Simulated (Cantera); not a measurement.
Charge: 1 mol Pb, 22 mol H2O, 8.4 mol CO, held at 1998.15 K and 62.0 Pa.

Equilibrium computed with Cantera from the NASA thermochemical tables; the gas is ideal and each condensed phase is pure. Candidate condensed phases: C, C6H6, C7H8, C8H18, H2O, Pb, PbO, PbO2, Pb3O4; 113 gas species. Equilibrium is a limit: real reactors are often held back by kinetics, nucleation or transport.

### Question
What is the equilibrium state?

### Answer
```json
{
  "x(H2O)": "0.543",
  "x(CO)": "0.135",
  "x(H2)": "0.127",
  "x(CO2)": "0.127",
  "x(Pb)": "0.0306",
  "x(H)": "0.0230",
  "x(OH)": "0.00979",
  "x(O2)": "0.00240",
  "x(O)": "0.00130",
  "gas_amount": "32.04 mol",
  "log10 activity of Pb(l) (absent)": "-4.67",
  "log10 activity of C(graphite) (absent)": "-8.64"
}
```
